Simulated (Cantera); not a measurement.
A closed system holds: 1 mol V2O5, 53 mol H2, 4.3 mol H2O, equilibrated at 1602 °C.

Equilibrium computed with Cantera from the NASA thermochemical tables; the gas is ideal and each condensed phase is pure. Candidate condensed phases: H2O, V, VO, V2O3, V2O4, V2O5; 12 gas species. Condensed phases not in the tables: the oxides between V2O3 and V2O5 other than VO2. The numbers say what is thermodynamically allowed, not how fast it happens.

Q: At 7500 Torr, list the 3 most abundant gas species with their mole fractions, and the condensed phases.

A: H2 0.890, H2O 0.110, H 0.000196. Condensed: V2O3(s).
